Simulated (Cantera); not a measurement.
Charge: 1 mol CF4, 0.23 mol F2, at 1100 °C and 0.400 bar.

Equilibrium computed with Cantera from the NASA thermochemical tables; the gas is ideal and each condensed phase is pure. Candidate condensed phases: C; 13 gas species. Gases not in the tables: C2F6 and larger saturated fluorocarbons. Rates play no part.

**Question.** What is the equilibrium state?

**Answer.** 
* **x(CF4)**: 0.696
* **x(F)**: 0.289
* **x(F2)**: 0.0155
* **gas amount**: 1.438 mol
* **log10 activity of C(graphite) (absent)**: -23.71
